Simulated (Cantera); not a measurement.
Gas mixture: 100 % NO, at 3800 Pa, frozen composition.

Cantera's kinetic-theory transport with the Lennard-Jones parameters of GRI-Mech 3.0, ideal gas; thermal conductivity in the mixture-averaged form. The composition is frozen, though it would react at the higher temperatures.

D: mixture-averaged diffusion coefficient of that species in the mixture.

| T (K) | ρ (kg/m³) | cp (J/kg/K) | μ (µPa s) | λ (mW/m/K) | Pr | D (cm²/s) O | D (cm²/s) H | D (cm²/s) CO2 |
|---|---|---|---|---|---|---|---|---|
| 400 | 0.0343 | 998.6 | 23.1 | 32.4 | 0.712 | 14.1 | 54.2 | 6.96 |
| 600 | 0.0229 | 1041 | 30.6 | 45.1 | 0.706 | 28.0 | 109 | 14.2 |
| 800 | 0.0171 | 1092 | ? | ? | 0.708 | ? | ? | ? |
| 1000 | 0.0137 | 1133 | 42.9 | 68.6 | 0.709 | 65.8 | 258 | 34.0 |
| 1200 | 0.0114 | 1159 | 48.4 | 79.3 | 0.707 | 89.0 | 350 | 46.2 |
| 1400 | 0.00980 | 1181 | ? | ? | 0.706 | ? | ? | ? |
| 1600 | 0.00857 | 1199 | 58.3 | 99.0 | 0.706 | 143 | 565 | 74.7 |

Question: What belongs in the gaps?

Answer: 
- 800, μ (µPa s): 37.1
- 800, λ (mW/m/K): 57.3
- 800, D (cm²/s) O: 45.3
- 800, D (cm²/s) H: 178
- 800, D (cm²/s) CO2: 23.3
- 1400, μ (µPa s): 53.4
- 1400, λ (mW/m/K): 89.4
- 1400, D (cm²/s) O: 115
- 1400, D (cm²/s) H: 453
- 1400, D (cm²/s) CO2: 59.8
